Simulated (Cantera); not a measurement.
A Cantera script and what it prints.

```python
import numpy as np
import cantera as ct

gas_names = [...]  # 113 gases of nasa_gas.yaml made of C, Cu, H, O
cond_names = """
    C(gr) C6H6(L) C7H8(L) C8H18(L),n-octa Cu(cr) Cu(L) CuO(s) CuO2H2(s) Cu2O(s) Cu2O(L) H2O(s) H2O(L)
""".split()


# ... load() reads the species with a 1 bar reference pressure and builds the phases ...
atoms = {
    'Cu': {'Cu': 1},
    'O2': {'O': 2},
    'H2': {'H': 2},
    'CO': {'C': 1, 'O': 1},
}
top_T = {'C(gr)': 4500, 'CuO(s)': 1390}  # K; cautious upper limits of use, not melting points


# ... equilibrate(T, P, feed) seeds the gas with the atoms and calls Mixture.equilibrate('TP', solver="gibbs", rtol=1e-10, max_steps=50000) ...
results = []
feed = {'Cu': 1, 'O2': 0.0041, 'H2': 26, 'CO': 9.3}  # mol
P = 13332.2  # Pa
for T in [725, 800, 875, 950, 1025, 1100, 1175, 1250, 1325, 1400, 1475]:
    mix = equilibrate(T, P, feed)
    results.append((T, P, feed, dict(zip(mix.species_names, mix.species_moles))))
    x = sorted(zip(gas.X, gas.species_names), reverse=True)
    print(f"T = {T:g} K  P = {P:g} Pa  gas = {mix.phase_moles(0):.4g} mol")
    print("   x: " + "  ".join(f"{s} {v:.3e}" for v, s in x if v > 1e-05))
    print("   condensed (mol): " + ("  ".join(f"{mix.phase(i).name} {mix.phase_moles(i):.4g}"
          for i in range(1, mix.n_phases) if mix.phase_moles(i) > 1e-12) or "none"))
```

It prints:

```
T = 725 K  P = 13332.2 Pa  gas = 23.89 mol
   x: H2 5.032e-01  H2O 2.388e-01  CH4 1.732e-01  CO2 6.618e-02  CO 1.852e-02
   condensed (mol): C(gr) 3.139  Cu(cr) 1
T = 800 K  P = 13332.2 Pa  gas = 27.58 mol
   x: H2 6.503e-01  H2O 1.409e-01  CH4 7.578e-02  CO 6.948e-02  CO2 6.355e-02
   condensed (mol): C(gr) 3.542  Cu(cr) 1
T = 875 K  P = 13332.2 Pa  gas = 31.28 mol
   x: H2 7.103e-01  CO 1.610e-01  H2O 6.216e-02  CO2 3.718e-02  CH4 2.936e-02
   condensed (mol): C(gr) 2.181  Cu(cr) 1
T = 950 K  P = 13332.2 Pa  gas = 33.81 mol
   x: H2 7.248e-01  CO 2.308e-01  H2O 2.083e-02  CO2 1.188e-02  CH4 1.174e-02
   condensed (mol): C(gr) 0.7006  Cu(cr) 1
T = 1025 K  P = 13332.2 Pa  gas = 34.79 mol
   x: H2 7.302e-01  CO 2.550e-01  H2O 6.586e-03  CH4 5.225e-03  CO2 2.982e-03
   condensed (mol): C(gr) 0.1429  Cu(cr) 1
T = 1100 K  P = 13332.2 Pa  gas = 35.11 mol
   x: H2 7.331e-01  CO 2.612e-01  CH4 2.572e-03  H2O 2.284e-03  CO2 8.030e-04
   condensed (mol): C(gr) 0.009876  Cu(cr) 1
T = 1175 K  P = 13332.2 Pa  gas = 35.22 mol
   x: H2 7.349e-01  CO 2.626e-01  CH4 1.143e-03  H2O 1.076e-03  CO2 3.004e-04
   condensed (mol): Cu(cr) 1
T = 1250 K  P = 13332.2 Pa  gas = 35.26 mol
   x: H2 7.357e-01  CO 2.631e-01  H2O 6.045e-04  CH4 5.099e-04  CO2 1.381e-04
   condensed (mol): Cu(cr) 1
T = 1325 K  P = 13332.2 Pa  gas = 35.28 mol
   x: H2 7.360e-01  CO 2.633e-01  H2O 3.895e-04  CH4 2.314e-04  CO2 7.476e-05
   condensed (mol): Cu(cr) 0.9999
T = 1400 K  P = 13332.2 Pa  gas = 35.29 mol
   x: H2 7.362e-01  CO 2.634e-01  H2O 2.891e-04  CH4 1.039e-04  CO2 4.764e-05  H 1.143e-05  Cu 1.012e-05
   condensed (mol): Cu(L) 0.9996
T = 1475 K  P = 13332.2 Pa  gas = 35.3 mol
   x: H2 7.362e-01  CO 2.634e-01  H2O 2.437e-04  CH4 4.598e-05  Cu 4.019e-05  CO2 3.511e-05  H 3.048e-05
   condensed (mol): Cu(L) 0.9986
```

Method: chemical equilibrium by Gibbs-energy minimisation in Cantera with the NASA 1993 tables (ideal gas, pure condensed phases).
